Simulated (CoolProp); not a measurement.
Vapour-liquid equilibrium of dimethyl carbonate (1) + cyclohexane (2) at 1.45 MPa; x and y are mole fractions of (1).

The numbers come from the multi-fluid Helmholtz-energy mixture model, Zhou 2011 and Zhou 2014; pair parameters Bell 2016 in CoolProp.

### Question
Give the bubble temperature and the first vapour's composition at x = 0.05, 0.5, 0.8. Is there an azeotrope?

### Answer
x = 0.05: 473.7 K, y = 0.092; x = 0.5: 462.9 K, y = 0.492; x = 0.8: 467.2 K, y = 0.716. y crosses x between x = 0.35 and 0.5: the model has an azeotrope there.

The pair parameters rest on a limited set of measurements; away from them the model extrapolates.
